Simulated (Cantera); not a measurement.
Standard-state values (1 bar) from the NASA 1993 polynomials, evaluated with Cantera. Values are per mole of reaction as written; species without (g) are pure solids or liquids, kept so even where they would boil at 1 bar.

8 OH(g) + 2 V ⇌ V₂O₄ + 4 H₂O(g), with ΔH° = -2709.3 kJ and ΔS° = -669.2 J/K at 300 K.

How far is the shortcut ΔG° ≈ ΔH°(300 K) − T·ΔS°(300 K) from the full temperature-dependent value at 1348, 1448, 1548, 1648, 1748, 1848, 1948, 2048, 2148 K?


| T (K) | shortcut (kJ) | full (kJ) | difference (kJ) | difference in log10 K | condensed phases |
|---|---|---|---|---|---|
| 1348 | -1807.3 | -1828.0 | 20.7 | -0.80 | V(s), V₂O₄(s) |
| 1448 | -1740.4 | -1764.0 | 23.7 | -0.85 | V(s), V₂O₄(s) |
| 1548 | -1673.4 | -1700.3 | 26.8 | -0.91 | V(s), V₂O₄(s) |
| 1648 | -1606.5 | -1636.7 | 30.2 | -0.96 | V(s), V₂O₄(s) |
| 1748 | -1539.6 | -1573.3 | 33.7 | -1.01 | V(s), V₂O₄(s) |
| 1848 | -1472.7 | -1512.0 | 39.3 | -1.11 | V(s), V₂O₄(l) |
| 1948 | -1405.8 | -1455.3 | 49.5 | -1.33 | V(s), V₂O₄(l) |
| 2048 | -1338.9 | -1398.8 | 60.0 | -1.53 | V(s), V₂O₄(l) |
| 2148 | -1271.9 | -1342.7 | 70.7 | -1.72 | V(s), V₂O₄(l) |
The shortcut ignores heat capacities and the phase changes listed.
